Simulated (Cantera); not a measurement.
A closed system holds: 1 mol SiC, 0.47 mol CO2, 75 mol H2, equilibrated at 1100 K and 0.270 Pa.

These are equilibrium values from Cantera (NASA tables, ideal gas, pure condensed phases), not measurements of a reactor. Candidate condensed phases: C, C6H6, C7H8, C8H18, H2O, Si, SiC, SiO2; 123 gas species. Mutual solubility and eutectic melting of coexisting phases are not modelled. Equilibrium is a limit: real reactors are often held back by kinetics, nucleation or transport.

Base state: H2 0.990, CO 0.00871, SiO 0.00133, H 1.57e-5 (mole fractions); condensed: SiC(s) + SiO2(β-quartz).

What changes in the equilibrium state with this change: temperature from 1100 K to 1973 K?


| species | before | after |
|---|---|---|
| H | 1.57e-5 | 0.543 |
| H2 | 0.990 | 0.438 |
| Si | <1e-9 | 0.00912 |
| SiC2 | <1e-9 | 0.000332 |
| C2H2 (acetylene) | <1e-9 | 0.000281 |
| SiO | 0.00133 | 1.22e-6 |
| CO | 0.00871 | 0.00890 |
| SiC(s), mol | 0.810 | 0 |
| SiO2(β-quartz), mol | 0.0897 | 0 |
| C(graphite), mol | 0 | 0.397 |
